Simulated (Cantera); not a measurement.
Gas-phase reforming

An isothermal, constant-pressure homogeneous reactor starts with 54.3 % CH₄, 20.1 % H₂O, 25.5 % H₂, at 1650 K and 0.810 bar.

Model: GRI-Mech 3.0 (53 species, 325 reactions), integrated in Cantera. GRI-Mech 3.0 stops at C3 and has no aromatics, soot or wall deposition, so with more carbon than oxygen in the feed, carbon stays in small species such as C2H2 where larger ones or solid carbon would form.

```json
[
 {"t (s)": "2.00e-5", "x CH₄": "0.543", "x H₂O": "0.201", "x H₂": "0.256", "x HO₂": "<1e-12", "x CH₂": "3.43e-9", "x C₂H₄": "7.82e-7"},
 {"t (s)": "5.73e-5", "x CH₄": "0.543", "x H₂O": "0.201", "x H₂": "0.256", "x HO₂": "<1e-12", "x CH₂": "1.95e-8", "x C₂H₄": "1.61e-5"},
 {"t (s)": "0.000164", "x CH₄": "0.541", "x H₂O": "0.201", "x H₂": "0.256", "x HO₂": "<1e-12", "x CH₂": "5.10e-8", "x C₂H₄": "0.000196"},
 {"t (s)": "0.000470", "x CH₄": "0.536", "x H₂O": "0.201", "x H₂": "0.260", "x HO₂": "<1e-12", "x CH₂": "8.95e-8", "x C₂H₄": "0.00145"},
 {"t (s)": "0.00135", "x CH₄": "0.518", "x H₂O": "0.199", "x H₂": "0.273", "x HO₂": "<1e-12", "x CH₂": "1.04e-7", "x C₂H₄": "0.00559"},
 {"t (s)": "0.00385", "x CH₄": "0.469", "x H₂O": "0.193", "x H₂": "0.312", "x HO₂": "<1e-12", "x CH₂": "9.50e-8", "x C₂H₄": "0.00879"},
 {"t (s)": "0.0110", "x CH₄": "0.370", "x H₂O": "0.179", "x H₂": "0.393", "x HO₂": "<1e-12", "x CH₂": "7.96e-8", "x C₂H₄": "0.00671"},
 {"t (s)": "0.0316", "x CH₄": "0.234", "x H₂O": "0.160", "x H₂": "0.504", "x HO₂": "<1e-12", "x CH₂": "6.19e-8", "x C₂H₄": "0.00499"},
 {"t (s)": "0.0906", "x CH₄": "0.116", "x H₂O": "0.139", "x H₂": "0.603", "x HO₂": "<1e-12", "x CH₂": "4.64e-8", "x C₂H₄": "0.00515"},
 {"t (s)": "0.259", "x CH₄": "0.0552", "x H₂O": "0.117", "x H₂": "0.663", "x HO₂": "<1e-12", "x CH₂": "3.46e-8", "x C₂H₄": "0.00557"},
 {"t (s)": "0.743", "x CH₄": "0.0405", "x H₂O": "0.0830", "x H₂": "0.698", "x HO₂": "<1e-12", "x CH₂": "2.46e-8", "x C₂H₄": "0.00523"},
 {"t (s)": "2.13", "x CH₄": "0.0353", "x H₂O": "0.0397", "x H₂": "0.732", "x HO₂": "<1e-12", "x CH₂": "1.51e-8", "x C₂H₄": "0.00448"},
 {"t (s)": "6.10", "x CH₄": "0.0314", "x H₂O": "0.00817", "x H₂": "0.758", "x HO₂": "<1e-12", "x CH₂": "9.47e-9", "x C₂H₄": "0.00386"},
 {"t (s)": "17.5", "x CH₄": "0.0303", "x H₂O": "0.000165", "x H₂": "0.764", "x HO₂": "<1e-12", "x CH₂": "8.21e-9", "x C₂H₄": "0.00369"},
 {"t (s)": "50.0", "x CH₄": "0.0303", "x H₂O": "9.59e-7", "x H₂": "0.764", "x HO₂": "<1e-12", "x CH₂": "8.18e-9", "x C₂H₄": "0.00369"}
]
```
x: mole fraction; the columns are a selection and need not sum to one.

Equilibrium at this temperature and pressure: CH₄ 0.0303, H₂O 9.63e-7, H₂ 0.764, HO₂ <1e-12, CH₂ 8.18e-9, C₂H₄ 0.00369 (gas phase only).
